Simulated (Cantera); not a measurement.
A perfectly stirred reactor is fed with 5.27 % CH4, 0.685 % H2, 19.8 % O2, 74.3 % N2, at 1000000 Pa; it is adiabatic with a 450 K inlet, and is followed from long to short residence time, starting on the burning branch (τ in s: 0.19, 0.078, 0.032, 0.013, 0.0053, 0.0022, 0.00089, 0.00036, 0.00015, 6.1e-05, 2.5e-05, 1e-05, 4.2e-06).

Computed with Cantera and GRI-Mech 3.0 (53 species, 325 reactions).

x: mole fraction; the columns are a selection and need not sum to one.

```
τ (s)    T (K)     x CH4      x H2    x O2    x C2H6      x H    x CH2
-------  -----  --------  --------  ------  --------  -------  -------
0.19      1702   4.00e-6   5.61e-6  0.0891  3.05e-10  1.79e-7  1.90e-9
0.078     1701   8.35e-6   9.23e-6  0.0891   1.25e-9  3.21e-7  4.63e-9
0.032     1700   1.67e-5   1.64e-5  0.0891   4.52e-9  6.50e-7  1.12e-8
0.013     1698         ?         ?  0.0892         ?        ?        ?
0.0053    1693   6.42e-5   5.90e-5  0.0895   4.82e-8  3.18e-6  6.21e-8
0.0022    1685  0.000129  0.000117  0.0900   1.55e-7  7.04e-6  1.37e-7
0.00089   1664  0.000297  0.000260  0.0914   6.38e-7  1.55e-5  2.86e-7
0.00036    450    0.0527   0.00685   0.198    <1e-12   <1e-12   <1e-12
0.00015    450    0.0527   0.00685   0.198    <1e-12   <1e-12   <1e-12
6.1e-5     450    0.0527   0.00685   0.198    <1e-12   <1e-12   <1e-12
2.5e-5     450    0.0527   0.00685   0.198    <1e-12   <1e-12   <1e-12
1.0e-5     450    0.0527   0.00685   0.198    <1e-12   <1e-12   <1e-12
4.2e-6     450    0.0527   0.00685   0.198    <1e-12   <1e-12   <1e-12
```

### Question
Some entries are withheld; supply them.

### Answer

- 0.013, x CH4: 3.27e-5
- 0.013, x H2: 3.06e-5
- 0.013, x C2H6: 1.51e-8
- 0.013, x H: 1.42e-6
- 0.013, x CH2: 2.67e-8
